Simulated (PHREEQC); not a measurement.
# Spent oxide etchant: speciation

Dissolve 0.0044 mol NH4HF2, 0.0032 mol (NH4)2SiF6, 0.00016 mol H3PO4 and 0.00028 mol HCl per kg of water at 80 °C. Closed to the air; pH follows from the charge balance.

Model: ion-association model, wateq4f.dat, run in PHREEQC.

Each row changes one thing in this solution. Precipitation was switched off in this run.

```json
[
 {"case": "as made", "pH": "3.49", "ionic strength (mol/kgw)": "0.0138", "HF (mol/kgw)": "0.00673", "F- (mol/kgw)": "0.00540", "HF2- (mol/kgw)": "0.000156", "H2F2 (mol/kgw)": "1.35e-5"},
 {"case": "HCl left out", "pH": "(withheld)", "ionic strength (mol/kgw)": "0.0137", "HF (mol/kgw)": "0.00653", "F- (mol/kgw)": "0.00567", "HF2- (mol/kgw)": "0.000159", "H2F2 (mol/kgw)": "1.27e-5"},
 {"case": "(NH4)2SiF6 left out", "pH": "(withheld)", "ionic strength (mol/kgw)": "0.00468", "HF (mol/kgw)": "0.00446", "F- (mol/kgw)": "0.00417", "HF2- (mol/kgw)": "7.98e-5", "H2F2 (mol/kgw)": "5.91e-6"},
 {"case": "H3PO4 from 0.00016 to 8e-05 mol/kgw", "pH": "(withheld)", "ionic strength (mol/kgw)": "0.0137", "HF (mol/kgw)": "0.00668", "F- (mol/kgw)": "0.00547", "HF2- (mol/kgw)": "0.000157", "H2F2 (mol/kgw)": "1.33e-5"},
 {"case": "H3PO4 left out", "pH": "(withheld)", "ionic strength (mol/kgw)": "0.0137", "HF (mol/kgw)": "0.00662", "F- (mol/kgw)": "0.00554", "HF2- (mol/kgw)": "0.000158", "H2F2 (mol/kgw)": "1.31e-5"},
 {"case": "NH4HF2 from 0.0044 to 0.0088 mol/kgw", "pH": "3.56", "ionic strength (mol/kgw)": "0.0186", "HF (mol/kgw)": "0.00891", "F- (mol/kgw)": "0.00854", "HF2- (mol/kgw)": "0.000328", "H2F2 (mol/kgw)": "2.37e-5"}
]
```

Fill in the missing entries.


- HCl left out, pH: 3.53
- (NH4)2SiF6 left out, pH: 3.58
- H3PO4 from 0.00016 to 8e-05 mol/kgw, pH: 3.50
- H3PO4 left out, pH: 3.51

Some of these states are supersaturated (in Quartz (slow to form), for instance). H3PO4, which wateq4f.dat lacks, is added to it with the constant of phreeqc.dat. At this temperature some constants are extrapolated from 25 °C, and those without enthalpy data are left unchanged. SiF6-2 is the database's only silicon fluoride.
